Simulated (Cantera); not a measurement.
Cantera run:

```python
import numpy as np
import cantera as ct

gas_names = """
    CL2 Fe2CL6 SiCL4 ALCL3
""".split()
cond_names = """
    Fe(a) Fe(c) Fe(d) Fe(L) Si(cr) Si(L) AL(cr) AL(L) Cs(cr) Cs(L) CsCL(a) CsCL(b) CsCL(L)
""".split()


# ... load() reads the species with a 1 bar reference pressure and builds the phases ...
species = {s.name: s for s in load("nasa_gas.yaml", gas_names) + load("nasa_condensed.yaml", cond_names)}
# Each term lists the table entries of one substance; the one whose range holds T is used.
reactions = {
    '0.6667 Fe + Cl2(g) = 0.3333 Fe2Cl6(g)':
        [(-0.6666666666666666, ['Fe(a)', 'Fe(c)', 'Fe(d)', 'Fe(L)']), (-1, ['CL2']), (0.3333333333333333, ['Fe2CL6'])],
    '0.5 Si + Cl2(g) = 0.5 SiCl4(g)':
        [(-0.5, ['Si(cr)', 'Si(L)']), (-1, ['CL2']), (0.5, ['SiCL4'])],
    '0.6667 Al + Cl2(g) = 0.6667 AlCl3(g)':
        [(-0.6666666666666666, ['AL(cr)', 'AL(L)']), (-1, ['CL2']), (0.6666666666666666, ['ALCL3'])],
    '2 Cs + Cl2(g) = 2 CsCl':
        [(-2, ['Cs(cr)', 'Cs(L)']), (-1, ['CL2']), (2, ['CsCL(a)', 'CsCL(b)', 'CsCL(L)'])],
}


def pick(names, T):
    return next(species[n] for n in names if species[n].thermo.min_temp <= T <= species[n].thermo.max_temp)


results = []
for label, terms in reactions.items():
    print(label)
    print("     T/K   dH/kJ  dS/(J/K)   dG/kJ   log10 K")
    for T in [473, 573, 673, 773, 873, 973, 1073, 1173]:
        used = [(nu, pick(names, T)) for nu, names in terms]
        dH = sum(nu * s.thermo.h(T) for nu, s in used) / 1e6
        dS = sum(nu * s.thermo.s(T) for nu, s in used) / 1e3
        dG = dH - T * dS / 1e3
        logK = -dG * 1e6 / (ct.gas_constant * T * np.log(10))
        results.append((label, T, dH, dS, dG, logK, [s.name for _, s in used]))
        print(f"{T:8g} {dH:8.1f} {dS:8.1f} {dG:8.1f} {logK:8.2f}")
```

Result:

```
0.6667 Fe + Cl2(g) = 0.3333 Fe2Cl6(g)
     T/K   dH/kJ  dS/(J/K)   dG/kJ   log10 K
     473   -217.1    -59.6   -188.9    20.86
     573   -216.8    -59.0   -183.0    16.68
     673   -216.6    -58.7   -177.1    13.75
     773   -216.6    -58.6   -171.3    11.57
     873   -216.8    -58.9   -165.4     9.90
     973   -217.4    -59.5   -159.5     8.56
    1073   -219.3    -61.4   -153.4     7.47
    1173   -219.8    -61.9   -147.3     6.56
0.5 Si + Cl2(g) = 0.5 SiCl4(g)
     T/K   dH/kJ  dS/(J/K)   dG/kJ   log10 K
     473   -331.1    -66.2   -299.8    33.10
     573   -330.8    -65.7   -293.2    26.72
     673   -330.6    -65.3   -286.6    22.24
     773   -330.3    -65.0   -280.1    18.93
     873   -330.1    -64.7   -273.6    16.37
     973   -329.8    -64.4   -267.2    14.34
    1073   -329.6    -64.2   -260.7    12.69
    1173   -329.4    -64.0   -254.3    11.32
0.6667 Al + Cl2(g) = 0.6667 AlCl3(g)
     T/K   dH/kJ  dS/(J/K)   dG/kJ   log10 K
     473   -390.1    -33.2   -374.4    41.34
     573   -390.3    -33.5   -371.0    33.82
     673   -390.5    -33.9   -367.7    28.54
     773   -390.8    -34.3   -364.3    24.61
     873   -391.2    -34.8   -360.8    21.59
     973   -398.8    -42.9   -357.0    19.16
    1073   -399.2    -43.3   -352.7    17.17
    1173   -399.6    -43.7   -348.3    15.51
2 Cs + Cl2(g) = 2 CsCl
     T/K   dH/kJ  dS/(J/K)   dG/kJ   log10 K
     473   -888.2   -200.8   -793.2    87.60
     573   -886.5   -197.6   -773.3    70.49
     673   -884.2   -193.9   -753.7    58.50
     773   -873.8   -179.8   -734.8    49.65
     873   -870.6   -175.9   -717.1    42.90
     973   -834.1   -136.2   -701.6    37.66
    1073   -828.4   -130.6   -688.3    33.50
    1173   -823.0   -125.8   -675.4    30.08
```

Cantera with NASA thermochemical tables; ideal gases at 1 bar, condensed phases pure. Condensed species are held in their standard states even where they would react or evaporate.
